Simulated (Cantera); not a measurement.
A perfectly stirred reactor is fed with CO : H₂ : O₂ : N₂ = 1 : 0.036 : 0.324 : 1.22 (molar parts), at 7130 Torr; it is adiabatic with a 448 K inlet, and is followed from long to short residence time, starting on the burning branch (τ in s: 0.032, 0.016, 0.0083, 0.0042, 0.0022, 0.0011, 0.00056, 0.00029, 0.00015, 7.5e-05, 3.8e-05, 1.9e-05, 9.9e-06).

Detailed kinetics in Cantera: GRI-Mech 3.0 (53 species, 325 reactions). The hydrogen kinetics of GRI-Mech 3.0 are dated; newer H2 mechanisms differ, most at raised pressure.

**Question.** Predict: blow-out, bracketed by the residence times tried; x(CO) at τ = 32.0 ms; x(H₂) at τ = 32.0 ms; x(O₂) at τ = 32.0 ms; x(H₂O) at τ = 32.0 ms; x(NO) at τ = 32.0 ms; x(CO) at τ = 0.560 ms; x(H₂) at τ = 0.560 ms; x(O₂) at τ = 0.560 ms; x(H₂O) at τ = 0.560 ms; x(NO) at τ = 0.560 ms.

**Answer.** 
| Item | Result |
|---|---|
| blow-out, bracketed by the residence times tried | burning at 19.0 µs, out at 9.90 µs |
| x(CO) at τ = 32.0 ms | 0.172 |
| x(H₂) at τ = 32.0 ms | 0.00148 |
| x(O₂) at τ = 32.0 ms | 0.000418 |
| x(H₂O) at τ = 32.0 ms | 0.0140 |
| x(NO) at τ = 32.0 ms | 0.000610 |
| x(CO) at τ = 0.560 ms | 0.183 |
| x(H₂) at τ = 0.560 ms | 0.00152 |
| x(O₂) at τ = 0.560 ms | 0.00606 |
| x(H₂O) at τ = 0.560 ms | 0.0124 |
| x(NO) at τ = 0.560 ms | 0.000575 |
